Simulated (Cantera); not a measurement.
Gas mixture: 21.2 % O₂, 27.3 % N₂, 51.5 % N₂O, at 101000 Pa, frozen composition.

Cantera's kinetic-theory transport with the Lennard-Jones parameters of GRI-Mech 3.0, ideal gas; thermal conductivity in the mixture-averaged form.

D: mixture-averaged diffusion coefficient of that species in the mixture.

```csv
T (K),ρ (kg/m³),cp (J/kg/K),μ (µPa s),λ (mW/m/K),Pr,D (cm²/s) CH₄,D (cm²/s) O,D (cm²/s) H₂O
400,1.13,980.7,21.2,29.0,0.719,0.326,0.470,0.335
500,0.904,1033,?,?,0.721,?,?,?
600,0.754,1078,29.1,43.4,0.723,0.666,0.946,0.725
700,0.646,1117,32.6,50.2,0.725,0.869,1.23,0.964
800,0.565,1152,35.9,56.8,0.727,1.09,1.54,1.23
900,0.502,1182,?,?,0.730,?,?,?
```

### Question
Complete the blanks.

### Answer

- 500, μ (µPa s): 25.4
- 500, λ (mW/m/K): 36.3
- 500, D (cm²/s) CH₄: 0.485
- 500, D (cm²/s) O: 0.692
- 500, D (cm²/s) H₂O: 0.515
- 900, μ (µPa s): 39.0
- 900, λ (mW/m/K): 63.2
- 900, D (cm²/s) CH₄: 1.33
- 900, D (cm²/s) O: 1.88
- 900, D (cm²/s) H₂O: 1.52
